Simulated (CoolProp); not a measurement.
Properties of tetrahydrofuran along the isobar 3.54 MPa.

The numbers come from the reference Helmholtz-energy equation of state, Fiedler 2023 in CoolProp.

| T (°C) | phase | cp (kJ/(kg K)) | fugacity coefficient |
|---|---|---|---|
| -99.05 | liquid | 1.480 | 2.346e-7 |
| -91.65 | liquid | [?] | 6.912e-7 |
| -84.25 | liquid | 1.478 | 1.849e-6 |
| -76.85 | liquid | 1.481 | 4.548e-6 |
| -69.45 | liquid | 1.487 | 1.038e-5 |
| -61.95 | liquid | 1.495 | 2.237e-5 |
| -54.55 | liquid | 1.505 | [?] |
| -47.15 | liquid | 1.518 | 8.578e-5 |
| -39.75 | liquid | 1.532 | 0.0001560 |
| -32.35 | liquid | 1.548 | 0.0002717 |
| -24.95 | liquid | 1.565 | [?] |
| -17.55 | liquid | 1.584 | 0.0007366 |
| -10.15 | liquid | 1.605 | 0.001154 |
| -2.75 | liquid | 1.627 | 0.001756 |
| 4.65 | liquid | 1.650 | [?] |
| 12.05 | liquid | 1.674 | 0.003762 |

### Question
What belongs in the gaps?

### Answer

- -91.65, cp (kJ/(kg K)): 1.477
- -54.55, fugacity coefficient: 4.498e-5
- -24.95, fugacity coefficient: 0.0004553
- 4.65, fugacity coefficient: 0.002602
